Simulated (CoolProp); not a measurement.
Saturation properties of sulfur hexafluoride (Tc = 318.7 K, pc = 3.755 MPa, ω = 0.210).

Model: reference Helmholtz-energy equation of state, Guder 2009, in CoolProp.

| T (K) | p (MPa) | liquid density (kg/m³) | vapour density (kg/m³) |
|---|---|---|---|
| 245.9 | 0.5417 | 1729 | 44.37 |
| 252.9 | ? | ? | ? |
| 259.8 | 0.8494 | ? | 69.67 |
| 266.7 | 1.043 | 1602 | 86.23 |
| 273.7 | 1.271 | 1554 | 106.6 |
| 280.6 | 1.529 | 1502 | ? |
| 287.5 | ? | 1445 | 161.1 |
| 294.5 | ? | 1379 | 199.8 |
| 301.4 | 2.550 | 1302 | 249.9 |

**Question.** Complete the blanks.

**Answer.** 
- 252.9, p (MPa): 0.6839
- 252.9, liquid density (kg/m³): 1688
- 252.9, vapour density (kg/m³): 55.92
- 259.8, liquid density (kg/m³): 1647
- 280.6, vapour density (kg/m³): 131.0
- 287.5, p (MPa): 1.825
- 294.5, p (MPa): 2.167
